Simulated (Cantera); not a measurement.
A perfectly stirred reactor is fed with CH4 : H2 : O2 = 0.0038 : 1 : 0.0098 (molar parts), equivalence ratio 52, at 1330 Pa; it is held at 2300 K, and followed from long to short residence time.

Cantera simulation using GRI-Mech 3.0 (53 species, 325 reactions); the numbers are that mechanism's predictions, not measurements. Radical loss at walls, strong at low pressure, is not modelled.

What does this change do: O2 0.0098 to 0.034 parts?


| quantity | before | after |
|---|---|---|
| x(CH4) at τ = 1.40 s | 1.00e-5 | 1.08e-6 |
| x(H2) at τ = 1.40 s | 0.926 | 0.865 |
| x(O2) at τ = 1.40 s | 5.35e-7 | 2.61e-6 |
| x(C2H2) at τ = 1.40 s | 2.09e-6 | 9.35e-9 |
| x(H2O2) at τ = 1.40 s | 2.80e-12 | 3.78e-11 |
| x(CH4) at τ = 94.0 ms | 0.000387 | 2.91e-5 |
| x(H2) at τ = 94.0 ms | 0.951 | 0.877 |
| x(O2) at τ = 94.0 ms | 1.41e-5 | 2.52e-5 |
| x(C2H2) at τ = 94.0 ms | 0.000484 | 4.26e-6 |
| x(H2O2) at τ = 94.0 ms | 9.07e-11 | 1.23e-10 |
The temperature is held fixed by assumption; the heat of reaction is taken as removed at once.

What does this change do: pressure from 1330 Pa to 1200 Pa?


```csv
quantity,before,after
x(CH4) at τ = 1.40 s,1.00e-5,1.13e-5
x(H2) at τ = 1.40 s,0.926,0.927
x(O2) at τ = 1.40 s,5.35e-7,5.93e-7
x(C2H2) at τ = 1.40 s,2.09e-6,2.61e-6
x(H2O2) at τ = 1.40 s,2.80e-12,2.89e-12
x(CH4) at τ = 94.0 ms,0.000387,0.000417
x(H2) at τ = 94.0 ms,0.951,0.951
x(O2) at τ = 94.0 ms,1.41e-5,1.59e-5
x(C2H2) at τ = 94.0 ms,0.000484,0.000516
x(H2O2) at τ = 94.0 ms,9.07e-11,1.03e-10
```

What does this change do: CH4 0.0038 to 0.00052 parts?


```csv
quantity,before,after
x(CH4) at τ = 1.40 s,1.00e-5,1.00e-6
x(H2) at τ = 1.40 s,0.926,0.923
x(O2) at τ = 1.40 s,5.35e-7,5.41e-7
x(C2H2) at τ = 1.40 s,2.09e-6,1.88e-8
x(H2O2) at τ = 1.40 s,2.80e-12,3.47e-12
x(CH4) at τ = 94.0 ms,0.000387,8.99e-5
x(H2) at τ = 94.0 ms,0.951,0.954
x(O2) at τ = 94.0 ms,1.41e-5,1.58e-5
x(C2H2) at τ = 94.0 ms,0.000484,2.00e-5
x(H2O2) at τ = 94.0 ms,9.07e-11,1.15e-10
```
